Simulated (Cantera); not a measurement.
Charge: 1 mol Al, 0.9 mol Cl2, 2.8 mol H2, at 825 °C and 1.30 mbar.

Cantera equilibrium calculation (NASA polynomials, part measured and part estimated; ideal gas, pure solids and liquids). Candidate condensed phases: Al, AlCl3; 12 gas species. The tables' values for AlCl2 are old estimates; treat these amounts as uncertain. The numbers say what is thermodynamically allowed, not how fast it happens.

Base state: H2 0.736, AlCl 0.151, AlCl3 0.0972, AlCl2 0.0152, HCl 0.000815 (mole fractions); condensed: gas only.

Task: What changes in the equilibrium state with this change: Cl2 from 0.9 to 0.46 mol?

Result: 
```tsv
species	before	after
H2	0.736	0.758
AlCl	0.151	0.237
AlCl2	0.0152	0.00287
AlCl3	0.0972	0.00219
HCl	0.000815	9.91e-5
Al(l), mol	0	0.107
```

Task: What changes in the equilibrium state with this change: pressure from 1.30 mbar to 1.00 bar?

Result: 
```
species       before     after
----------  --------  --------
H2             0.736     0.816
AlCl3         0.0972     0.166
AlCl           0.151    0.0119
AlCl2         0.0152   0.00560
Al2Cl6       3.58e-7  0.000798
HCl         0.000815  0.000144
Al(l), mol         0     0.366
```
